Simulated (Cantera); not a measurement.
Input: 1 mol C2H4, 0.88 mol H2, equilibrated at 10.0 mbar.

Equilibrium computed with Cantera from the NASA thermochemical tables; the gas is ideal and each condensed phase is pure. Candidate condensed phases: C, C6H6, C7H8, C8H18; 76 gas species. Rates play no part.

Q: At 1600 °C, list the 3 most abundant gas species with their mole fractions, and the condensed phases.

A: H2 0.993, H 0.00643, C2H2 (acetylene) 0.000310. Condensed: C(graphite).
